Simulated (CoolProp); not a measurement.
Aqueous propylene glycol as a coolant, at 30 °C, 1 atm.

Values from CoolProp's Melinder's fits for secondary coolants.

| mass % | freezing point (°C) | conductivity (W/(m K)) | cp (kJ/(kg K)) | Prandtl number | density (kg/m³) |
|---|---|---|---|---|---|
| 1.3 | -0.3 | 0.608 | 4.167 | 5.73 | … |
| 10.1 | -2.9 | 0.556 | 4.087 | 8.15 | … |
| 18.9 | -6.6 | … | 4.009 | 11.5 | … |
| 27.7 | -11.4 | 0.464 | 3.913 | 16.4 | 1017 |
| 36.5 | -17.5 | 0.422 | 3.793 | 23.7 | … |
| 45.3 | … | 0.384 | 3.651 | 33.9 | … |
| 54.1 | -38.6 | … | 3.494 | 48.2 | 1034 |

### Question
Fill in the missing entries.

### Answer

- 1.3, density (kg/m³): 996.9
- 10.1, density (kg/m³): 1003
- 18.9, conductivity (W/(m K)): 0.508
- 18.9, density (kg/m³): 1010
- 36.5, density (kg/m³): 1024
- 45.3, freezing point (°C): -26.1
- 45.3, density (kg/m³): 1030
- 54.1, conductivity (W/(m K)): 0.348
